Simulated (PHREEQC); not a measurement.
Consider water at 20 °C with 0.005 mol/kgw HF and 0.047 mol/kgw NaF. Closed to the air; pH follows from the charge balance.

The numbers come from PHREEQC with the ion-association model, phreeqc.dat.

This is a speciation only: nothing precipitates in the calculation.

Question: What pH does the model give?

Answer: pH 4.08.

Question: In which forms is F present?

Answer: F- 88 %, HF 8.1 %, HF2- 2.7 %, NaF 1.6 % of the F.

Species that the database lacks are ignored.
